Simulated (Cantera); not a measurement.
Input (Python, Cantera):

```python
import numpy as np
import cantera as ct

gas = ct.Solution("gri30.yaml")
gas.TPX = 500, 69000, {'CO': 1, 'H2': 0.2, 'CH4': 0.1, 'O2': 0.833, 'N2': 3.13}
flame = ct.FreeFlame(gas, width=0.052)
flame.set_refine_criteria(ratio=3, slope=0.08, curve=0.16)
flame.transport_model = "mixture-averaged"
flame.solve(loglevel=0, auto=True)
z, T = flame.grid, flame.T
thick = (T[-1] - T[0]) / np.gradient(T, z).max()
show = ['CO', 'H2', 'CH4', 'NO', 'O', 'O2']
print(f"laminar burning velocity  {flame.velocity[0] * 100:.3f} cm/s")
print(f"burnt temperature         {T[-1]:.1f} K")
print(f"thermal thickness         {thick * 1e3:.4f} mm")
print(f"grid points               {len(z)}")
z0 = z[flame.heat_release_rate.argmax()]
print(f"{'z/mm':>9s}{'T/K':>9s}{'u/(m/s)':>9s}" + "".join(f"{s:>11s}" for s in show))
rows = []
for k in (-3, -2, -1.5, -1, -0.5, -0.25, 0, 0.25, 0.5, 1, 2, 4, 8):
    zz = z0 + k * thick
    rows.append([k * thick, np.interp(zz, z, T), np.interp(zz, z, flame.velocity),
                 *(np.interp(zz, z, flame.X[gas.species_index(s)]) for s in show)])
    print(f"{rows[-1][0] * 1e3:9.3f}{rows[-1][1]:9.1f}{rows[-1][2]:9.3f}" + "".join(f"{x:11.3e}" for x in rows[-1][3:]))
```

Output:

```
laminar burning velocity  161.876 cm/s
burnt temperature         2399.4 K
thermal thickness         0.6998 mm
grid points               158
     z/mm      T/K  u/(m/s)         CO         H2        CH4         NO          O         O2
   -2.099    500.0    1.619  1.900e-01  3.799e-02  1.900e-02  7.502e-15  3.403e-13  1.583e-01
   -1.400    500.0    1.619  1.900e-01  3.795e-02  1.900e-02  3.271e-14  3.375e-11  1.583e-01
   -1.050    500.0    1.618  1.900e-01  3.779e-02  1.900e-02  6.237e-13  8.291e-10  1.583e-01
   -0.700    500.4    1.619  1.902e-01  3.712e-02  1.902e-02  2.256e-11  2.379e-08  1.584e-01
   -0.350    542.8    1.750  1.898e-01  3.313e-02  1.879e-02  6.347e-09  5.206e-06  1.576e-01
   -0.175    800.5    2.570  1.833e-01  2.689e-02  1.571e-02  1.351e-07  2.280e-04  1.468e-01
    0.000   1247.5    3.983  1.664e-01  1.731e-02  4.429e-03  1.118e-06  3.592e-03  1.105e-01
    0.175   1495.3    4.719  1.343e-01  8.698e-03  1.228e-04  4.192e-06  1.125e-02  7.544e-02
    0.350   1618.5    5.045  1.074e-01  7.017e-03  1.166e-06  8.679e-06  1.410e-02  5.967e-02
    0.700   1762.6    5.414  8.309e-02  7.460e-03  1.777e-10  1.756e-05  1.380e-02  4.836e-02
    1.400   1905.3    5.791  7.330e-02  7.020e-03  9.654e-16  3.071e-05  1.109e-02  4.305e-02
    2.799   2043.8    6.154  6.624e-02  5.831e-03  5.618e-17  4.989e-05  7.833e-03  3.895e-02
    5.598   2167.0    6.466  5.725e-02  4.604e-03  1.799e-17  8.799e-05  5.218e-03  3.438e-02
```

Computed with Cantera and GRI-Mech 3.0 (53 species, 325 reactions). Burning velocities carry a grid error of a few per cent, more on coarse grids.
